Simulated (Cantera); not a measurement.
Standard-state values (1 bar) from the NASA 1993 polynomials, evaluated with Cantera. Values are per mole of reaction as written; species without (g) are pure solids or liquids, kept so even where they would boil at 1 bar. ZrN: taken at fixed stoichiometry.

Task: Between 300 and 2075 K, where is each reaction favourable under standard conditions?
- NO2(g) + 4 H2O(g) + ZrO2(g) ⇌ 4 H2O2(g) + ZrN

Result: 
- NO2(g) + 4 H2O(g) + ZrO2(g) ⇌ 4 H2O2(g) + ZrN: ΔG° is 396 kJ at 300 K and 881 kJ at 2075 K; it stays positive (K < 1). ΔH° is 354 kJ and ΔS° -254 J/K at 2075 K.
